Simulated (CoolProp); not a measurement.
Methane at 127.87 K and 0.153 MPa is compressed adiabatically to 0.811 MPa with isentropic efficiency 0.6. Each further row changes one setting.

The numbers come from the reference Helmholtz-energy equation of state, Setzmann 1991 in CoolProp.

| case | work (kJ/kg) | final temperature (K) | final density (kg/m³) |
|---|---|---|---|
| as stated | 219 | 235.3 | 6.87 |
| efficiency 1 | 131 | 195.9 | 8.46 |
| efficiency 0.65 | 202 | 227.6 | 7.12 |
